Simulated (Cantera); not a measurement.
A perfectly stirred reactor is fed with 22.6 % H2, 32.3 % O2, 45.2 % N2, equivalence ratio 0.35, at 82.5 Torr; it is held at 1398 K, and followed from long to short residence time.

Computed with Cantera and the H2/O2 subset of GRI-Mech 3.0, which has no nitrogen chemistry. The temperature is held fixed by assumption; the heat of reaction is taken as removed at once.

Q: Predict: x(H2) at τ = 0.400 s; x(O2) at τ = 0.400 s; x(H2O) at τ = 0.400 s; x(H2O2) at τ = 0.400 s; x(HO2) at τ = 0.400 s; x(H2) at τ = 4.40 ms; x(O2) at τ = 4.40 ms; x(H2O) at τ = 4.40 ms; x(H2O2) at τ = 4.40 ms; x(HO2) at τ = 4.40 ms.

A: 
| Quantity | Value |
|---|---|
| x(H2) at τ = 0.400 s | 0.000391 |
| x(O2) at τ = 0.400 s | 0.236 |
| x(H2O) at τ = 0.400 s | 0.253 |
| x(H2O2) at τ = 0.400 s | 3.16e-7 |
| x(HO2) at τ = 0.400 s | 4.90e-6 |
| x(H2) at τ = 4.40 ms | 0.00690 |
| x(O2) at τ = 4.40 ms | 0.231 |
| x(H2O) at τ = 4.40 ms | 0.235 |
| x(H2O2) at τ = 4.40 ms | 1.21e-6 |
| x(HO2) at τ = 4.40 ms | 1.97e-5 |
